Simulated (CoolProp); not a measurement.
Vapour-liquid equilibrium of propylene (1) + n-heptane (2) at 60 kPa; x and y are mole fractions of (1).

Computed with CoolProp (multi-fluid Helmholtz-energy mixture model, Lemmon 2013 and Span 2003; pair parameters Bell 2016).

| x | bubble temperature, mixture model (°C) | bubble temperature, Raoult's law (°C) | y, mixture model | y, Raoult's law |
|---|---|---|---|---|
| 0.05 | … | 22.9 | … | 0.913 |
| 0.15 | -16.5 | -12.4 | … | 0.990 |
| 0.25 | … | -26.8 | 0.998 | 0.997 |
| 0.35 | -42.0 | -35.4 | 0.999 | 0.999 |
| 0.45 | -47.2 | -41.4 | 1.000 | 0.999 |
| 0.55 | -50.4 | -46.0 | 1.000 | 1.000 |
| 0.65 | … | -49.7 | 1.000 | 1.000 |
| 0.75 | … | -52.7 | 1.000 | 1.000 |
| 0.85 | -55.8 | -55.3 | 1.000 | 1.000 |
| 0.95 | -57.5 | -57.5 | 1.000 | 1.000 |

**Question.** Some entries are withheld; supply them.

**Answer.** 
- 0.05, bubble temperature, mixture model (°C): 26.7
- 0.05, y, mixture model: 0.892
- 0.15, y, mixture model: 0.993
- 0.25, bubble temperature, mixture model (°C): -33.2
- 0.65, bubble temperature, mixture model (°C): -52.6
- 0.75, bubble temperature, mixture model (°C): -54.3

The largest gap from Raoult's law is -6.6 K in bubble temperature, at x = 0.35. No azeotrope shows between x = 0.05 and 0.95.

The pair parameters rest on a limited set of measurements; away from them the model extrapolates. The gap from Raoult's law changes sign with composition, which may be real or a fault of the pair parameters; it wasn't checked against measurements.
